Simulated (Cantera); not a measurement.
What does this Cantera script print?

```python
import numpy as np
import cantera as ct

gas_names = """
    Fe FeO Fe(OH)2 H HO2 H2 H2O H2O2 O OH O2 O3
""".split()
cond_names = """
    Fe(a) Fe(c) Fe(d) Fe(L) FeO(s) FeO(L) Fe(OH)2(s) Fe(OH)3(s) Fe2O3(s) Fe3O4(s) H2O(s) H2O(L)
""".split()


def load(file, names, dense=False):
    # The tables refer to 1 bar. Condensed volumes are neglected.
    table = {s.name: s for s in ct.Species.list_from_file(file)}
    out = []
    for n in names:
        d = dict(table[n].input_data)
        d["thermo"] = dict(d["thermo"], **{"reference-pressure": 1e5})
        if dense:
            d["equation-of-state"] = {"model": "constant-volume", "density": "1e6 g/cm^3"}
        out.append(ct.Species.from_dict(d))
    return out


gas = ct.Solution(thermo="ideal-gas", species=load("nasa_gas.yaml", gas_names))
cond = {s.name: ct.Solution(thermo="fixed-stoichiometry", species=[s], name=s.name)
        for s in load("nasa_condensed.yaml", cond_names, dense=True)}
atoms = {
    'Fe3O4': {'Fe': 3, 'O': 4},
    'H2': {'H': 2},
    'H2O': {'H': 2, 'O': 1},
}
top_T = {'Fe2O3(s)': 1830, 'Fe3O4(s)': 1870}  # K; cautious upper limits of use, not melting points


def equilibrate(T, P, feed):
    n = {}
    for name, mol in feed.items():
        for a, k in atoms[name].items():
            n[a] = n.get(a, 0.0) + k * mol
    gas.TPX = T, P, n
    mass = sum(n.values()) * gas.mean_molecular_weight
    gas.equilibrate("TP")
    valid = [c for c in cond.values() if c.min_temp <= T <= top_T.get(c.name, c.max_temp)]
    mix = ct.Mixture([(gas, mass / gas.mean_molecular_weight)] + [(c, 0.0) for c in valid])
    mix.T, mix.P = T, P
    mix.equilibrate("TP", solver="vcs", rtol=1e-11, max_steps=5000)
    return mix


results = []
feed = {'Fe3O4': 1, 'H2': 34, 'H2O': 0.22}  # mol
P = 460  # Pa
for T in [1300, 1400, 1500, 1600, 1700, 1800, 1900, 2000]:
    mix = equilibrate(T, P, feed)
    results.append((T, P, feed, dict(zip(mix.species_names, mix.species_moles))))

top = {s: max(r[3][s] / sum(r[3][g] for g in gas_names) for r in results) for s in gas_names}
cols = sorted((s for s in top if top[s] > 1e-05), key=lambda s: -top[s])[:7]
seen = [c for c in cond_names if any(r[3].get(c, 0) > 1e-12 for r in results)]
print("log10 of partial pressures in bar; condensed amounts in mol")
print(f"{'T/K':>10s}" + "".join(f"{s[:9]:>10s}" for s in cols + seen))
for T, P, feed, n in results:
    ng = sum(n[g] for g in gas_names)
    print(f"{T:10.4g}" + "".join(f"{np.log10(max(n[s] / ng * P / 1e5, 1e-99)):10.3f}" for s in cols)
          + "".join(f"{n.get(c, 0):10.4g}" for c in seen))
```

Output:

```
log10 of partial pressures in bar; condensed amounts in mol
       T/K        H2       H2O        Fe         H        OH       FeO   Fe(OH)2     Fe(c)     Fe(d)     Fe(L)
      1300    -2.394    -3.246    -8.962    -7.153    -9.889   -12.644    -9.384         3         0         0
      1400    -2.394    -3.246    -7.815    -6.510    -9.064   -11.266    -8.926         3         0         0
      1500    -2.395    -3.246    -6.824    -5.952    -8.348   -10.075    -8.528     2.999         0         0
      1600    -2.395    -3.247    -5.960    -5.462    -7.721    -9.036    -8.179     2.992         0         0
      1700    -2.396    -3.247    -5.201    -5.030    -7.168    -8.122    -7.871         0     2.953         0
      1800    -2.399    -3.250    -4.531    -4.646    -6.677    -7.314    -7.600         0     2.778         0
      1900    -2.410    -3.260    -3.953    -4.306    -6.241    -6.613    -7.384         0         0     2.143
      2000    -2.441    -3.289    -3.438    -4.009    -5.858    -5.987    -7.213         0         0   0.00897
```

Equilibrium computed with Cantera from the NASA thermochemical tables; the gas is ideal and each condensed phase is pure.
